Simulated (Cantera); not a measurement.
# Catalytic combustion on Pt

An isothermal plug-flow reactor at 950 K and 0.671 atm (inlet), inlet velocity 3.8 m/s, active area per volume 120 1/m; feed 1.76 % CO, 5.74 % O₂, 92.5 % N₂, equivalence ratio 0.15.

Computed with Cantera and Deutschmann's 1995 Pt surface mechanism with GRI-Mech 3.0 gas chemistry. Catalytic surfaces can have several steady states; this one follows from the mechanism file's or the stated starting coverage. Mass transfer to the wall is taken as infinitely fast.

```csv
z (m),x CO,x O₂,x H₂O,x CO₂,θ free Pt,θ O*,θ CO*
0.00033,0.0141,0.0557,<1e-12,0.00350,0.601,0.0176,0.381
0.00058,0.0111,0.0543,<1e-12,0.00650,0.648,0.0230,0.329
0.001,0.00487,0.0513,<1e-12,0.0128,0.786,0.0776,0.136
0.0018,0.00157,0.0498,<1e-12,0.0161,0.244,0.756,0.000772
0.0033,0.000704,0.0494,<1e-12,0.0170,0.213,0.786,0.000256
0.0058,0.000227,0.0491,<1e-12,0.0175,0.202,0.798,7.32e-5
0.01,3.79e-5,0.0490,<1e-12,0.0177,0.199,0.801,1.18e-5
0.018,1.34e-6,0.0490,<1e-12,0.0177,0.198,0.802,4.12e-7
0.033,2.56e-9,0.0490,<1e-12,0.0177,0.198,0.802,7.86e-10
```
x: gas mole fraction; θ: surface coverage.
